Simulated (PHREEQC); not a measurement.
0.13 g of hydrous ferric oxide (600 m²/g; 0.2 weak and 0.005 strong sites per Fe, Dzombak-Morel constants, diffuse double layer) in 1 kg of water with 0.3 mol/kgw of an inert sodium salt and 1.5e-05 mol/kgw BaCl2 and 4.3e-05 mol/kgw CuCl2, at 25 °C; the pH is set by adding NaOH or the inert anion's acid. O2 is buffered at 0.21 atm. No CO2 enters from the air. Nothing may precipitate in this run.

Base run: PHREEQC, ion-association model, wateq4f.dat. Each further column changes one thing. The table gives Cu sorbed (%).

```tsv
pH	base	no electrostatic term (-no_edl)	background salt from 0.3 to 0.03 mol/kgw	oxide from 0.13 to 0.65 g/kgw
3	0.0	0.0	0.0	0.1
3.38	0.1	0.1	0.1	0.3
4.12	1.5	1.6	2.1	7.2
4.5	6.2	7.0	7.4	25.9
4.88	17.1	19.7	18.4	57.2
5.62	65.5	77.2	64.9	95.3
6	88.1	94.6	87.1	98.9
6.38	96.7	98.9	96.3	99.7
7.12	99.6	99.9	99.4	100.0
7.5	99.7	99.9	99.5	100.0
7.88	99.6	99.8	99.5	100.0
8.62	99.3	99.0	99.3	100.0
9	99.1	96.7	99.2	99.9
```

The database's constant for dissolved Cu(OH)2 is higher than later reviews accept. The oxide is taken as insoluble; below pH 4 it would dissolve.
